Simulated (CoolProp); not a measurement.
Vapour-liquid equilibrium of CHF3 (R23) (1) + R227EA (2) at 197.3 K; x and y are mole fractions of (1).

Model: multi-fluid Helmholtz-energy mixture model, Penoncello 2003 and Lemmon 2016; pair parameters Bell 2016, in CoolProp.

```json
[
 {"x": "0.05", "bubble pressure, mixture model (bar)": "0.1123", "bubble pressure, Raoult's law (bar)": "0.09924", "y, mixture model": "0.751", "y, Raoult's law": "0.720"},
 {"x": "0.125", "bubble pressure, mixture model (bar)": "0.2447", "bubble pressure, Raoult's law (bar)": "0.2042", "y, mixture model": "0.894", "y, Raoult's law": "0.875"},
 {"x": "0.2", "bubble pressure, mixture model (bar)": "0.3790", "bubble pressure, Raoult's law (bar)": "0.3092", "y, mixture model": "0.936", "y, Raoult's law": "0.924"},
 {"x": "0.275", "bubble pressure, mixture model (bar)": "0.5086", "bubble pressure, Raoult's law (bar)": "0.4142", "y, mixture model": "0.956", "y, Raoult's law": "0.949"},
 {"x": "0.35", "bubble pressure, mixture model (bar)": "0.6293", "bubble pressure, Raoult's law (bar)": "0.5192", "y, mixture model": "0.968", "y, Raoult's law": "0.963"},
 {"x": "0.425", "bubble pressure, mixture model (bar)": "0.7392", "bubble pressure, Raoult's law (bar)": "0.6242", "y, mixture model": "0.975", "y, Raoult's law": "0.973"},
 {"x": "0.5", "bubble pressure, mixture model (bar)": "0.8385", "bubble pressure, Raoult's law (bar)": "0.7291", "y, mixture model": "0.980", "y, Raoult's law": "0.980"},
 {"x": "0.575", "bubble pressure, mixture model (bar)": "0.9290", "bubble pressure, Raoult's law (bar)": "0.8341", "y, mixture model": "0.984", "y, Raoult's law": "0.985"},
 {"x": "0.65", "bubble pressure, mixture model (bar)": "1.013", "bubble pressure, Raoult's law (bar)": "0.9391", "y, mixture model": "0.987", "y, Raoult's law": "0.989"},
 {"x": "0.725", "bubble pressure, mixture model (bar)": "1.095", "bubble pressure, Raoult's law (bar)": "1.044", "y, mixture model": "0.990", "y, Raoult's law": "0.992"},
 {"x": "0.8", "bubble pressure, mixture model (bar)": "1.178", "bubble pressure, Raoult's law (bar)": "1.149", "y, mixture model": "0.992", "y, Raoult's law": "0.995"},
 {"x": "0.875", "bubble pressure, mixture model (bar)": "1.264", "bubble pressure, Raoult's law (bar)": "1.254", "y, mixture model": "0.995", "y, Raoult's law": "0.997"},
 {"x": "0.95", "bubble pressure, mixture model (bar)": "1.359", "bubble pressure, Raoult's law (bar)": "1.359", "y, mixture model": "0.998", "y, Raoult's law": "0.999"}
]
```

The largest gap from Raoult's law is +22.8 % in bubble pressure, at x = 0.275. No azeotrope shows between x = 0.05 and 0.95.

The pair parameters rest on a limited set of measurements; away from them the model extrapolates.
